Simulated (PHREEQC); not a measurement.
## Brine (model solution)

A solution holds 0.704 mol Na2SO4 and 0.0074 mol Na2B4O7 per kg of water, at 25 °C. Closed to the air; pH follows from the charge balance.

Model: Pitzer model, pitzer.dat, run in PHREEQC.

This is a speciation only: nothing precipitates in the calculation.

Predict the pH, osmotic coefficient.

pH 8.89; osmotic coefficient 0.665.

In which forms is B present?

B(OH)4- 49 %, B(OH)3 49 %, B3O3(OH)4- 1.7 %, B4O5(OH)4-2 0.6 % of the B.

Species that the database lacks are ignored. In brines, pH and single-ion activities rest on the MacInnes convention.
